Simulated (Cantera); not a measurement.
Input (Python, Cantera) and output of one run.

```python
import numpy as np
import cantera as ct

gas_names = """
    CL CL2 Cs CsCL Cs2 Cs2CL2 H HCL H2
""".split()
cond_names = """
    Cs(cr) Cs(L) CsCL(a) CsCL(b) CsCL(L)
""".split()


# ... load() reads the species with a 1 bar reference pressure and builds the phases ...
atoms = {
    'CsCl': {'Cs': 1, 'CL': 1},
    'HCl': {'H': 1, 'CL': 1},
    'H2': {'H': 2},
}
top_T = {}  # K; cautious upper limits of use, not melting points


# ... equilibrate(T, P, feed) seeds the gas with the atoms and calls Mixture.equilibrate('TP', solver="vcs", rtol=1e-11, max_steps=5000) ...
results = []
feed = {'CsCl': 1, 'HCl': 0.041, 'H2': 38}  # mol
T = 1098.15  # K
for P in [0.1, 0.72, 5.2, 37, 270, 1900, 14000, 100000]:
    mix = equilibrate(T, P, feed)
    results.append((T, P, feed, dict(zip(mix.species_names, mix.species_moles))))

top = {s: max(r[3][s] / sum(r[3][g] for g in gas_names) for r in results) for s in gas_names}
cols = sorted((s for s in top if top[s] > 0.0001), key=lambda s: -top[s])[:9]
seen = [c for c in cond_names if any(r[3].get(c, 0) > 1e-12 for r in results)]
print("log10 of partial pressures in bar; condensed amounts in mol")
print(f"{'P/Pa':>10s}" + "".join(f"{s[:9]:>10s}" for s in cols + seen))
for T, P, feed, n in results:
    ng = sum(n[g] for g in gas_names)
    print(f"{P:10.4g}" + "".join(f"{np.log10(max(n[s] / ng * P / 1e5, 1e-99)):10.3f}" for s in cols)
          + "".join(f"{n.get(c, 0):10.4g}" for c in seen))
```

Output:

```
log10 of partial pressures in bar; condensed amounts in mol
      P/Pa        H2      CsCL    Cs2CL2       HCL   CsCL(L)
       0.1    -6.012    -7.593   -13.146    -8.955         0
      0.72    -5.154    -6.735   -11.430    -8.112         0
       5.2    -4.296    -5.876    -9.712    -7.259         0
        37    -3.444    -5.024    -8.009    -6.409         0
       270    -2.580    -4.167    -6.294    -5.547         0
      1900    -1.732    -3.353    -4.666    -4.699         0
   1.4e+04    -0.864    -2.625    -3.211    -3.831         0
     1e+05    -0.003    -2.379    -2.719    -2.970    0.6941
```

Equilibrium computed with Cantera from the NASA thermochemical tables; the gas is ideal and each condensed phase is pure.
